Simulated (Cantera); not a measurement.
A Cantera script and its output.

```python
import numpy as np
import cantera as ct

gas = ct.Solution("h2o2.yaml")
gas.TPX = 425, 1000000, {'H2': 1, 'O2': 0.333, 'N2': 1.25}
flame = ct.FreeFlame(gas, width=0.008)
flame.set_refine_criteria(ratio=3, slope=0.08, curve=0.16)
flame.transport_model = "unity-Lewis-number"
flame.solve(loglevel=0, auto=True)
z, T = flame.grid, flame.T
thick = (T[-1] - T[0]) / np.gradient(T, z).max()
show = ['H2', 'O2', 'OH', 'H2O2', 'H', 'O']
print(f"laminar burning velocity  {flame.velocity[0] * 100:.3f} cm/s")
print(f"burnt temperature         {T[-1]:.1f} K")
print(f"thermal thickness         {thick * 1e3:.4f} mm")
print(f"grid points               {len(z)}")
z0 = z[flame.heat_release_rate.argmax()]
print(f"{'z/mm':>9s}{'T/K':>9s}{'u/(m/s)':>9s}" + "".join(f"{s:>11s}" for s in show))
rows = []
for k in (-3, -2, -1.5, -1, -0.5, -0.25, 0, 0.25, 0.5, 1, 2, 4, 8):
    zz = z0 + k * thick
    rows.append([k * thick, np.interp(zz, z, T), np.interp(zz, z, flame.velocity),
                 *(np.interp(zz, z, flame.X[gas.species_index(s)]) for s in show)])
    print(f"{rows[-1][0] * 1e3:9.3f}{rows[-1][1]:9.1f}{rows[-1][2]:9.3f}" + "".join(f"{x:11.3e}" for x in rows[-1][3:]))
```

Output:

```
laminar burning velocity  305.192 cm/s
burnt temperature         2355.1 K
thermal thickness         0.0221 mm
grid points               113
     z/mm      T/K  u/(m/s)         H2         O2         OH       H2O2          H          O
   -0.066    425.2    3.053  3.871e-01  1.289e-01  8.335e-12  8.512e-08  4.042e-13  8.735e-10
   -0.044    426.1    3.060  3.870e-01  1.289e-01  1.307e-10  5.865e-07  5.279e-12  7.886e-09
   -0.033    429.1    3.081  3.867e-01  1.287e-01  9.171e-10  2.152e-06  3.357e-11  3.366e-08
   -0.022    447.5    3.209  3.849e-01  1.277e-01  2.994e-08  1.086e-05  1.272e-09  3.056e-07
   -0.011    668.0    4.724  3.625e-01  1.150e-01  2.564e-05  6.957e-05  1.967e-05  1.996e-05
   -0.006   1067.0    7.352  3.155e-01  8.994e-02  6.263e-04  8.135e-05  2.448e-03  2.767e-04
    0.000   1514.5   10.126  2.384e-01  5.263e-02  2.378e-03  1.893e-05  1.798e-02  1.417e-03
    0.006   1799.8   11.790  1.754e-01  2.302e-02  5.164e-03  3.873e-06  3.471e-02  2.133e-03
    0.011   1951.6   12.638  1.489e-01  9.485e-03  7.021e-03  2.379e-06  3.810e-02  1.954e-03
    0.022   2096.1   13.415  1.393e-01  2.325e-03  7.329e-03  1.194e-06  3.082e-02  1.247e-03
    0.044   2205.5   13.987  1.412e-01  6.060e-04  5.518e-03  5.749e-07  1.949e-02  5.396e-04
    0.089   2276.7   14.352  1.441e-01  1.953e-04  3.488e-03  2.719e-07  1.115e-02  1.869e-04
    0.177   2318.6   14.564  1.460e-01  5.906e-05  2.011e-03  1.080e-07  6.081e-03  5.731e-05
```

Computed with Cantera and the H2/O2 subset of GRI-Mech 3.0, which has no nitrogen chemistry. The hydrogen kinetics of GRI-Mech 3.0 are dated; newer H2 mechanisms differ, most at raised pressure. Unity Lewis numbers drop preferential diffusion, which matters most where H2 and H carry the flame. Burning velocities carry a grid error of a few per cent, more on coarse grids.
